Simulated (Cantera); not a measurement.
Ignition delay

Mixture: CO : H2 : O2 : N2 = 1 : 0.031 : 0.43 : 1.62 (molar parts), equivalence ratio 1.2, at 1000000 Pa, adiabatic and at constant pressure. Ignition delay is the time to a rise of 400 K.

Detailed kinetics in Cantera: GRI-Mech 3.0 (53 species, 325 reactions). The hydrogen kinetics of GRI-Mech 3.0 are dated; newer H2 mechanisms differ, most at raised pressure. Below about 950 K walls govern HO2 and H2O2 in real vessels. Where the delays flatten at high temperature, the 400 K rule measures the pace of heat release, not the induction time.

```json
[
 {"T0 (K)": "900", "delay (ms)": "61.7"},
 {"T0 (K)": "1000", "delay (ms)": "4.04"},
 {"T0 (K)": "1100", "delay (ms)": "0.442"},
 {"T0 (K)": "1200", "delay (ms)": "0.0706"},
 {"T0 (K)": "1300", "delay (ms)": "0.0218"},
 {"T0 (K)": "1400", "delay (ms)": "0.0116"},
 {"T0 (K)": "1500", "delay (ms)": "0.00799"},
 {"T0 (K)": "1600", "delay (ms)": "0.00625"},
 {"T0 (K)": "1700", "delay (ms)": "0.00529"}
]
```
